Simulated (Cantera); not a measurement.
Cantera run:

```python
import numpy as np
import cantera as ct

gas_names = """
    CL CL2 H HCL H2 Si SiCL SiCL2 SiCL3 SiCL4 SiH SiHCL3 SiH2 SiH2CL2 SiH3 SiH3CL SiH4 Si2 Si3
""".split()
cond_names = """
    Si(cr) Si(L)
""".split()


# ... load() reads the species with a 1 bar reference pressure and builds the phases ...
atoms = {
    'Si': {'Si': 1},
    'Cl2': {'CL': 2},
    'H2': {'H': 2},
}
top_T = {}  # K; cautious upper limits of use, not melting points


# ... equilibrate(T, P, feed) seeds the gas with the atoms and calls Mixture.equilibrate('TP', solver="vcs", rtol=1e-11, max_steps=5000) ...
results = []
T = 998.15  # K
P = 10000  # Pa
for m in [1.9, 3.4, 4.8, 6.2, 7.6, 9.1, 10, 12, 13, 15, 16, 18, 19]:
    feed = {'Si': 1, 'Cl2': 2.4, 'H2': m}  # mol
    mix = equilibrate(T, P, feed)
    results.append((T, P, feed, dict(zip(mix.species_names, mix.species_moles))))

top = {s: max(r[3][s] / sum(r[3][g] for g in gas_names) for r in results) for s in gas_names}
cols = sorted((s for s in top if top[s] > 1e-05), key=lambda s: -top[s])[:6]
seen = [c for c in cond_names if any(r[3].get(c, 0) > 1e-12 for r in results)]
print("log10 of partial pressures in bar; condensed amounts in mol")
print(f"{'n(H2)':>10s}" + "".join(f"{s[:9]:>10s}" for s in cols + seen))
for T, P, feed, n in results:
    ng = sum(n[g] for g in gas_names)
    print(f"{feed['H2']:10.4g}" + "".join(f"{np.log10(max(n[s] / ng * P / 1e5, 1e-99)):10.3f}" for s in cols)
          + "".join(f"{n.get(c, 0):10.4g}" for c in seen))
```

It prints:

```
log10 of partial pressures in bar; condensed amounts in mol
     n(H2)        H2     SiCL4       HCL    SiHCL3     SiCL3   SiH2CL2
       1.9    -1.346    -1.525    -1.608    -3.421    -4.518    -6.286
       3.4    -1.208    -1.693    -1.764    -3.295    -4.461    -5.865
       4.8    -1.153    -1.809    -1.869    -3.251    -4.444    -5.661
       6.2    -1.121    -1.902    -1.952    -3.230    -4.439    -5.525
       7.6    -1.100    -1.980    -2.020    -3.219    -4.439    -5.426
       9.1    -1.085    -2.052    -2.082    -3.214    -4.441    -5.344
        10    -1.078    -2.091    -2.115    -3.213    -4.444    -5.303
        12    -1.066    -2.167    -2.178    -3.214    -4.451    -5.228
        13    -1.061    -2.202    -2.206    -3.215    -4.454    -5.197
        15    -1.054    -2.264    -2.257    -3.220    -4.463    -5.143
        16    -1.051    -2.292    -2.279    -3.222    -4.467    -5.120
        18    -1.045    -2.345    -2.321    -3.228    -4.476    -5.080
        19    -1.043    -2.370    -2.340    -3.232    -4.480    -5.061
```

Equilibrium computed with Cantera from the NASA thermochemical tables; the gas is ideal and each condensed phase is pure. The tables' values for SiCl3 are old estimates; treat these amounts as uncertain.
